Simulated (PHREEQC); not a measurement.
A made-up water analysis in mmol/kgw, 45 °C, pH 6.31, pe 1.9:

| constituent | mmol/kgw |
|---|---|
| Na | 467 |
| K | 18.4 |
| Ca | 3.19 |
| Mg | 44.3 |
| Cl | 505 |
| S(6) | 24.5 |
| Alkalinity (meq/kgw) | 18.1 |
| Si | 1.5 |

Valence states are taken as typed.

Equilibrium calculation in PHREEQC: ion-association model, phreeqc.dat.

### Question
The ionic strength comes out as 0.603 mol/kgw. What activity coefficients do CO3-2, HCO3-, Na+, CaHCO3+, SO4-2 get?

### Answer
CO3-2 0.21, HCO3- 0.67, Na+ 0.71, CaHCO3+ 0.69, SO4-2 0.18.

This is a speciation only: nothing precipitates in the calculation. The solution is supersaturated, for example in Quartz (slow to form), Chalcedony (slow to form), so a real one may precipitate; this is no full list. Constants without temperature data keep their 25 °C values here.
